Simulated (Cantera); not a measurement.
What does this Cantera script print?

```python
import numpy as np
import cantera as ct

gas_names = """
    AL ALF ALF2 ALF3 ALH ALN AL2 AL2F6 F F2 H HF H2 H2F2 H3F3 H4F4 H5F5 H6F6 H7F7 N NF NF2 NF3 NH NH2
    NH3 N2 N2H2 N2H4
""".split()
cond_names = """
    AL(cr) AL(L) ALF3(a) ALF3(b) ALF3(L) ALN(s)
""".split()


# ... load() reads the species with a 1 bar reference pressure and builds the phases ...
atoms = {
    'Al': {'AL': 1},
    'HF': {'H': 1, 'F': 1},
    'N2': {'N': 2},
}
top_T = {'ALN(s)': 2750}  # K; cautious upper limits of use, not melting points


# ... equilibrate(T, P, feed) seeds the gas with the atoms and calls Mixture.equilibrate('TP', solver="vcs", rtol=1e-11, max_steps=5000) ...
results = []
T = 1250  # K
P = 76  # Pa
for m in [1.6, 2.3, 2.9, 3.6, 4.2, 4.8, 5.5, 6.1, 6.7, 7.4, 8, 8.7, 9.3]:
    feed = {'Al': 1, 'HF': m, 'N2': 0.31}  # mol
    mix = equilibrate(T, P, feed)
    results.append((T, P, feed, dict(zip(mix.species_names, mix.species_moles))))

top = {s: max(r[3][s] / sum(r[3][g] for g in gas_names) for r in results) for s in gas_names}
cols = sorted((s for s in top if top[s] > 1e-06), key=lambda s: -top[s])[:8]
seen = [c for c in cond_names if any(r[3].get(c, 0) > 1e-12 for r in results)]
print("log10 of partial pressures in bar; condensed amounts in mol")
print(f"{'n(HF)':>10s}" + "".join(f"{s[:9]:>10s}" for s in cols + seen))
for T, P, feed, n in results:
    ng = sum(n[g] for g in gas_names)
    print(f"{feed['HF']:10.4g}" + "".join(f"{np.log10(max(n[s] / ng * P / 1e5, 1e-99)):10.3f}" for s in cols)
          + "".join(f"{n.get(c, 0):10.4g}" for c in seen))
```

Output:

```
log10 of partial pressures in bar; condensed amounts in mol
     n(HF)        HF        H2      ALF3        N2      ALF2       ALF     AL2F6         H    ALN(s)
       1.6    -5.130    -3.372    -3.555    -4.381    -5.413    -5.480    -6.343    -8.002    0.4648
       2.3    -5.107    -3.389    -3.572    -4.158    -5.462    -5.560    -6.377    -8.010    0.2323
       2.9    -5.102    -3.397    -3.580    -4.086    -5.479    -5.587    -6.392    -8.014   0.03262
       3.6    -3.873    -3.476    -3.653    -4.160    -6.821    -8.197    -6.539    -8.054         0
       4.2    -3.643    -3.546    -3.723    -4.231    -7.156    -8.798    -6.680    -8.089         0
       4.8    -3.527    -3.607    -3.784    -4.291    -7.362    -9.150    -6.800    -8.119         0
       5.5    -3.446    -3.668    -3.845    -4.353    -7.536    -9.435    -6.923    -8.150         0
       6.1    -3.399    -3.715    -3.891    -4.399    -7.652    -9.622    -7.016    -8.173         0
       6.7    -3.365    -3.757    -3.933    -4.441    -7.750    -9.775    -7.100    -8.194         0
       7.4    -3.334    -3.801    -3.978    -4.486    -7.847    -9.926    -7.188    -8.216         0
         8    -3.313    -3.836    -4.012    -4.520    -7.920   -10.037    -7.258    -8.234         0
       8.7    -3.293    -3.873    -4.050    -4.558    -7.996   -10.150    -7.332    -8.252         0
       9.3    -3.279    -3.903    -4.079    -4.587    -8.054   -10.237    -7.391    -8.267         0
```

Cantera equilibrium calculation (NASA polynomials, part measured and part estimated; ideal gas, pure solids and liquids). The tables' values for AlF2 are old estimates; treat these amounts as uncertain.
